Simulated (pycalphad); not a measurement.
Computed with pycalphad from the COST 507 light-alloy database (1999), at 1 atm. These are 1990s assessments: newer ones move some temperatures and phases. Phase fractions are per mole of atoms.

Give the equilibrium state of Zr-3.87Si (at.%) at 1600 K.


```
T = 1600.00 K, P = 101325 Pa, N = 1 mol of atoms
G = -110271 J/mol, H = 33038 J/mol, S = 89.57 J/(mol K)  (SER reference)
chemical potentials (J/mol): Zr -104287, Si -258919
phase             fraction      x(Zr)      x(Si)
BCC_A2              0.8452     1.0000   5.57e-12
SIZR3               0.1548     0.7500     0.2500
```

Give the equilibrium state of Zr-3.87Si (at.%) at 1000 K.

HCP_A3, fraction 0.845, with <0.01 Si at.%; SIZR3, fraction 0.155, with 25.0 Si at.%.

Database names, with the compositions (at.%) that they take in these runs: SIZR3: Zr 75 Si 25. BCC_A2 is bcc; HCP_A3 is hcp.
